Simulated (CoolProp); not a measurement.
The fluid at 293.15 K and 0.0689 MPa flows at 0.055 m/s in a round tube of 50 mm bore and 1.5 µm roughness, fully developed (64/Re and Nu = 3.66 if laminar; Colebrook and Gnielinski if turbulent). The same conditions are run with several fluids, on thermodynamics alone (safety and materials aside).

The numbers come from the reference Helmholtz-energy equation of state of each fluid (R245fa: Akasaka 2015; carbon dioxide: Span 1996; R125: Lemmon 2005; propane: Lemmon 2009; R13: Platzer 1990) in CoolProp. The equations of Platzer and Polt are older, rougher fits.

Rank R245fa, carbon dioxide, R125, propane, R13 by Reynolds number, highest first.

R245fa (922), R125 (740), R13 (579), propane (433), carbon dioxide (234)

```tsv
fluid	Darcy friction factor	pressure drop (Pa/m)	heat-transfer coefficient (W/(m² K))	mass flow (kg/h)
R245fa	0.0694	0.00817	1.12	1.51
carbon dioxide	0.273	0.0103	1.19	0.485
R125	0.0865	0.00897	0.998	1.33
propane	0.148	0.00564	1.30	0.490
R13	0.111	0.00994	0.878	1.16
```

Transport values come from each fluid's own correlations; those of R245fa, R13 are estimates that may be off by 10 % or more.
